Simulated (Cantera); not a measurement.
A Cantera script and what it prints.

```python
import numpy as np
import cantera as ct

gas_names = [...]  # 91 gases of nasa_gas.yaml made of C, Cl, H
cond_names = """
    C(gr) C6H6(L) C7H8(L) C8H18(L),n-octa
""".split()


# ... load() reads the species with a 1 bar reference pressure and builds the phases ...
atoms = {
    'CH3Cl': {'C': 1, 'H': 3, 'CL': 1},
    'H2': {'H': 2},
}
top_T = {'C(gr)': 4500}  # K; cautious upper limits of use, not melting points


# ... equilibrate(T, P, feed) seeds the gas with the atoms and calls Mixture.equilibrate('TP', solver="vcs", rtol=1e-11, max_steps=5000) ...
results = []
feed = {'CH3Cl': 1, 'H2': 0.42}  # mol
T = 2325  # K
P = 1333.22  # Pa
mix = equilibrate(T, P, feed)
results.append((T, P, feed, dict(zip(mix.species_names, mix.species_moles))))
print(gas.report(threshold=1e-05))
for i in range(1, mix.n_phases):
    print(f"{mix.phase(i).name:16s} {mix.phase_moles(i):12.5e} mol")
```

Result:

```
       temperature   2325 K
          pressure   1333.2 Pa
           density   0.0010672 kg/m^3
  mean mol. weight   15.473 kg/kmol
   phase of matter   gas

                          1 kg             1 kmol
                     ---------------   ---------------
          enthalpy        3.2261e+06        4.9918e+07  J
   internal energy        1.9768e+06        3.0587e+07  J
           entropy             16624        2.5723e+05  J/K
    Gibbs function       -3.5425e+07       -5.4815e+08  J
 heat capacity c_p            2214.3             34263  J/K
 heat capacity c_v              1677             25949  J/K

                      mass frac. Y      mole frac. X     chem. pot. / RT
                     ---------------   ---------------   ---------------
               C2H        2.6522e-05        1.6396e-05           -18.649
             C2HCL        5.7857e-05        1.4802e-05           -43.132
    C2H2,acetylene         0.0044078         0.0026194           -31.105
                CL          0.076767          0.033507           -24.483
                 H         0.0045429          0.069736           -12.456
               HCL           0.84436           0.35836           -36.939
                H2          0.069799           0.53573           -24.912
     [  +84 minor]        4.2992e-05        1.6159e-05

C(gr)             9.86386e-01 mol
```

Cantera equilibrium calculation (NASA polynomials, part measured and part estimated; ideal gas, pure solids and liquids).
